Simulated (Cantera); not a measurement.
A perfectly stirred reactor is fed with CH4 : CO : O2 : N2 : H2O = 1 : 0.11 : 5.01 : 18.8 : 0.087 (molar parts), equivalence ratio 0.41, at 0.987 atm; it is adiabatic with a 375 K inlet, and is followed from long to short residence time, starting on the burning branch (τ in s: 0.14, 0.048, 0.017, 0.0057, 0.002, 0.00068, 0.00023, 8e-05, 2.8e-05, 9.5e-06).

Computed with Cantera and GRI-Mech 3.0 (53 species, 325 reactions).

x: mole fraction; the columns are a selection and need not sum to one.

```
τ (s)    T (K)    x CH4      x CO   x O2   x C2H6    x H2O
-------  -----  -------  --------  -----  -------  -------
0.14      1363  4.47e-5  0.000489  0.119  2.03e-8   0.0834
0.048     1356  9.43e-5   0.00108  0.119  5.22e-8   0.0832
0.017     1341      ___       ___  0.120      ___   0.0827
0.0057     375   0.0400   0.00440  0.200   <1e-12  0.00348
0.0020     375   0.0400   0.00440  0.200   <1e-12  0.00348
0.00068    375   0.0400   0.00440  0.200   <1e-12  0.00348
0.00023    375   0.0400   0.00440  0.200   <1e-12  0.00348
8.0e-5     375   0.0400   0.00440  0.200   <1e-12  0.00348
2.8e-5     375   0.0400   0.00440  0.200   <1e-12  0.00348
9.5e-6     375   0.0400   0.00440  0.200   <1e-12  0.00348
```

### Question
Complete the blanks.

### Answer

- 0.017, x CH4: 0.000207
- 0.017, x CO: 0.00244
- 0.017, x C2H6: 1.47e-7
